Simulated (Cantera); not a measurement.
# Low-pressure radical oxidation in H2/O2

An isothermal, constant-pressure homogeneous reactor starts with 79.2 % H2, 20.8 % O2, equivalence ratio 1.9, at 900 K and 500 Pa.

Detailed kinetics in Cantera: GRI-Mech 3.0 (53 species, 325 reactions). Radical loss at walls, strong at low pressure, is not modelled. Below about 950 K walls govern HO2 and H2O2 in real vessels. The temperature is held fixed by assumption; the heat of reaction is taken as removed at once.

| t (s) | x H2 | x O2 | x H2O2 | x HO2 | x H |
|---|---|---|---|---|---|
| 0.000500 | 0.792 | 0.208 | <1e-12 | 1.43e-11 | 1.53e-11 |
| 0.00130 | 0.792 | 0.208 | <1e-12 | 3.73e-11 | 4.85e-11 |
| 0.00337 | 0.792 | 0.208 | <1e-12 | 9.84e-11 | 2.33e-10 |
| 0.00877 | 0.792 | 0.208 | <1e-12 | 3.04e-10 | 4.26e-9 |
| 0.0228 | 0.792 | 0.208 | 1.10e-10 | 6.61e-8 | 5.00e-6 |
| 0.0592 | 0.242 | 0.00404 | 1.87e-9 | 9.98e-8 | 0.324 |
| 0.154 | 0.381 | 5.40e-5 | 2.83e-10 | 1.49e-9 | 0.126 |
| 0.399 | 0.441 | 4.58e-6 | 8.42e-11 | 1.31e-10 | 0.0442 |
| 1.04 | 0.462 | 5.34e-7 | 2.90e-11 | 1.56e-11 | 0.0160 |
| 2.69 | 0.469 | 7.14e-8 | 1.06e-11 | 2.13e-12 | 0.00596 |
| 7.00 | 0.472 | 1.01e-8 | 4.00e-12 | <1e-12 | 0.00226 |
x: mole fraction; the columns are a selection and need not sum to one.

Equilibrium at this temperature and pressure: H2 0.474, O2 <1e-12, H2O2 <1e-12, HO2 <1e-12, H 1.15e-9 (gas phase only).
